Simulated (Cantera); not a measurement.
Stirred combustor or abatement burner

A perfectly stirred reactor is fed with H2 : O2 : N2 = 1 : 0.294 : 3.24 (molar parts), equivalence ratio 1.7, at 410000 Pa; it is adiabatic with a 675 K inlet, and is followed from long to short residence time, starting on the burning branch (τ in s: 0.09, 0.038, 0.016, 0.0069, 0.0029, 0.0013, 0.00053, 0.00023, 9.7e-05, 4.1e-05, 1.8e-05).

Detailed kinetics in Cantera: the H2/O2 subset of GRI-Mech 3.0, which has no nitrogen chemistry. The hydrogen kinetics of GRI-Mech 3.0 are dated; newer H2 mechanisms differ, most at raised pressure.

| τ (s) | T (K) | x H2 | x O2 | x HO2 | x OH | x H | x H2O |
|---|---|---|---|---|---|---|---|
| 0.090 | 1657 | 0.0969 | 3.69e-5 | 7.32e-8 | 3.88e-5 | 0.000588 | 0.139 |
| 0.038 | 1655 | 0.0968 | 5.76e-5 | 1.20e-7 | 5.88e-5 | 0.000896 | 0.138 |
| 0.016 | 1652 | 0.0966 | 9.04e-5 | 1.95e-7 | 8.91e-5 | 0.00137 | 0.138 |
| 0.0069 | 1646 | 0.0964 | 0.000141 | 3.12e-7 | 0.000133 | 0.00205 | 0.138 |
| 0.0029 | 1638 | 0.0960 | 0.000225 | 5.11e-7 | 0.000198 | 0.00311 | 0.138 |
| 0.0013 | 1627 | 0.0955 | 0.000353 | 8.18e-7 | 0.000282 | 0.00453 | 0.137 |
| 0.00053 | 1608 | 0.0948 | 0.000597 | 1.42e-6 | 0.000409 | 0.00682 | 0.136 |
| 0.00023 | 1582 | 0.0941 | 0.00101 | 2.47e-6 | 0.000559 | 0.00977 | 0.135 |
| 9.7e-5 | 1544 | 0.0936 | 0.00181 | 4.63e-6 | 0.000733 | 0.0137 | 0.133 |
| 4.1e-5 | 1489 | 0.0947 | 0.00350 | 9.49e-6 | 0.000896 | 0.0180 | 0.129 |
| 1.8e-5 | 1411 | 0.101 | 0.00749 | 2.18e-5 | 0.000990 | 0.0204 | 0.119 |
x: mole fraction; the columns are a selection and need not sum to one.
